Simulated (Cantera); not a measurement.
Cantera run, input and output.

```python
import numpy as np
import cantera as ct

surf = ct.Interface("diamond.yaml", "diamond_100")
gas, bulk = surf.adjacent["gas"], surf.adjacent["diamond"]
k = surf.kinetics_species_index(bulk.species_names[0])
cover = ["c6HH", "c6H*", "c6*H", "c6**", "c6HM", "c6B"]

rows, drift = [], 0.0
print(f"{'xCH3':>10s}{'um/h':>11s}" + "".join(f"{s:>11s}" for s in cover))
for v in [1e-06, 2.8e-06, 7.9e-06, 2.2e-05, 6.3e-05, 0.00018, 0.0005, 0.0014, 0.0039]:
    T, P, xH, xCH3 = 1423, 12000, 0.00056, v
    gas.TPX = T, P, {"H": xH, "CH3": xCH3, "CH4": 0.0077, "H2": 1 - xH - xCH3 - 0.0077}
    surf.TP = bulk.TP = T, P
    surf.coverages = "c6H*:0.1, c6HH:0.9"
    surf.advance_coverages(100.0)
    before = surf.coverages
    surf.advance_coverages(100.0)
    drift = max(drift, np.max(np.abs(surf.coverages - before) / (surf.coverages + 1e-9)))
    rate = surf.net_production_rates[k] * bulk.mean_molecular_weight / bulk.density * 3.6e9
    rows.append([rate, *surf[cover].coverages])
    print(f"{v:10.4g}{rate:11.4e}" + "".join(f"{x:11.3e}" for x in rows[-1][1:]))
```

It prints:

```
      xCH3       um/h       c6HH       c6H*       c6*H       c6**       c6HM        c6B
     1e-06 4.1453e-03  4.616e-01  5.238e-02  4.641e-01  2.198e-02  3.588e-07  1.125e-11
   2.8e-06 1.1606e-02  4.616e-01  5.238e-02  4.641e-01  2.198e-02  1.005e-06  3.149e-11
   7.9e-06 3.2734e-02  4.616e-01  5.238e-02  4.640e-01  2.197e-02  2.834e-06  8.883e-11
   2.2e-05 9.1081e-02  4.615e-01  5.238e-02  4.640e-01  2.195e-02  7.892e-06  2.472e-10
   6.3e-05 2.6018e-01  4.615e-01  5.237e-02  4.639e-01  2.190e-02  2.259e-05  7.060e-10
   0.00018 7.3815e-01  4.613e-01  5.234e-02  4.636e-01  2.174e-02  6.446e-05  2.003e-09
    0.0005 2.0118e+00  4.608e-01  5.226e-02  4.629e-01  2.132e-02  1.785e-04  5.459e-09
    0.0014 5.3511e+00  4.596e-01  5.204e-02  4.610e-01  2.023e-02  4.954e-04  1.452e-08
    0.0039 1.3103e+01  4.565e-01  5.154e-02  4.566e-01  1.773e-02  1.352e-03  3.556e-08
```

Computed with Cantera and the Harris–Goodwin 1993 mechanism for the reconstructed diamond (100) surface.
